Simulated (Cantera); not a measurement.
An isothermal, constant-pressure homogeneous reactor starts with 0.160 % CO, 2.44 % O2, 3.57 % H2O, 93.8 % N2, equivalence ratio 0.033, at 1423 K and 7500 Torr.

Computed with Cantera and GRI-Mech 3.0 (53 species, 325 reactions).

x: mole fraction; the columns are a selection and need not sum to one.

| t (s) | x CO | x O2 | x H2O | x NO | x OH | x N2O | x H2 |
|---|---|---|---|---|---|---|---|
| 0.000100 | 0.00159 | 0.0244 | 0.0357 | <1e-12 | ___ | 1.80e-10 | 1.13e-7 |
| 0.000453 | 0.00113 | 0.0242 | 0.0356 | 5.31e-10 | ___ | 1.24e-7 | 1.87e-5 |
| 0.00205 | 0.000158 | 0.0237 | 0.0357 | 4.42e-9 | ___ | 4.96e-7 | 3.12e-6 |
| 0.00928 | 4.21e-6 | 0.0236 | 0.0357 | 7.20e-9 | ___ | 4.39e-7 | 1.53e-7 |
| 0.0420 | 6.64e-9 | 0.0236 | 0.0357 | 8.15e-9 | 7.55e-6 | 9.81e-8 | 4.74e-8 |
| 0.190 | 4.79e-9 | 0.0236 | 0.0357 | 9.51e-9 | 7.53e-6 | 6.57e-8 | 4.72e-8 |
| 0.862 | 4.79e-9 | 0.0236 | 0.0357 | 1.55e-8 | 7.53e-6 | 6.57e-8 | 4.72e-8 |
| 3.90 | 4.79e-9 | 0.0236 | 0.0357 | 4.25e-8 | 7.53e-6 | 6.57e-8 | 4.72e-8 |
| 17.7 | 4.79e-9 | 0.0236 | 0.0357 | 1.65e-7 | 7.53e-6 | 6.57e-8 | 4.72e-8 |
| 80.0 | 4.79e-9 | 0.0236 | 0.0357 | 7.20e-7 | 7.53e-6 | 6.57e-8 | 4.72e-8 |

What belongs in the gaps?


- 0.000100, x OH: 7.07e-7
- 0.000453, x OH: 5.74e-5
- 0.00205, x OH: 3.09e-5
- 0.00928, x OH: 1.11e-5
